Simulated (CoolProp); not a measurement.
Propyne along the isobar 7.1 MPa: fugacity coefficient from the reference equation and from simpler models built on Tc = 402.7 K, pc = 5.658 MPa, ω = 0.204; each cubic takes its own stable root.

Model: reference Helmholtz-energy equation of state, Polt 1992, in CoolProp. This equation is an older, rougher fit; its heat capacities, sound speeds and derivatives of the liquid may be far off and weren't checked against measurements.

| T (K) | phase | reference |
|---|---|---|
| 359.4 | liquid | 0.3134 |
| 367.6 | liquid | 0.3553 |
| 375.8 | liquid | 0.3992 |
| 383.9 | liquid | 0.4441 |
| 392.1 | liquid | 0.4904 |
| 400.3 | liquid | 0.5367 |
| 408.5 | supercritical | 0.5817 |
| 416.7 | supercritical | 0.6222 |
| 424.9 | supercritical | 0.6531 |
| 433.1 | supercritical | 0.6775 |
| 441.3 | supercritical | 0.6983 |
| 449.4 | supercritical | 0.7165 |
| 457.6 | supercritical | 0.7330 |
| 465.8 | supercritical | 0.7480 |
| 474 | supercritical | 0.7617 |

**Question.** How far does each simpler model (Redlich-Kwong, Soave-Redlich-Kwong) lie from the reference over these 15 states: mean and median of the absolute difference, and the worst?

**Answer.** 
- Redlich-Kwong: mean 3.5 %, median 0.9 %, worst +12.9 % at 359.4 K and 7.1 MPa
- Soave-Redlich-Kwong: mean 2.2 %, median 1.8 %, worst +4.3 % at 359.4 K and 7.1 MPa
